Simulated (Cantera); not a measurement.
An adiabatic, constant-pressure homogeneous reactor starts with H2 : O2 : N2 = 1 : 0.833 : 5.42 (molar parts), equivalence ratio 0.60, at 1423 K and 101000 Pa.

Computed with Cantera and GRI-Mech 3.0 (53 species, 325 reactions).

### Question
Predict: time of steepest temperature rise; temperature at 3.00 s; equilibrium temperature; x(H2) at 3.00 s; x(O2) at 3.00 s; x(O) at 3.00 s; x(H2O) at 3.00 s; x(NO) at 3.00 s.

### Answer
```json
{
  "time_of_steepest_temperature_rise": "26.0 µs",
  "temperature at 3.00 s": "2328 K",
  "equilibrium_temperature": "2328 K",
  "x(H2) at 3.00 s": "0.00165 (gas-phase equilibrium 0.00165)",
  "x(O2) at 3.00 s": "0.0440 (gas-phase equilibrium 0.0440)",
  "x(O) at 3.00 s": "0.00122 (gas-phase equilibrium 0.00122)",
  "x(H2O) at 3.00 s": "0.142 (gas-phase equilibrium 0.142)",
  "x(NO) at 3.00 s": "0.00767 (gas-phase equilibrium 0.00767)"
}
```
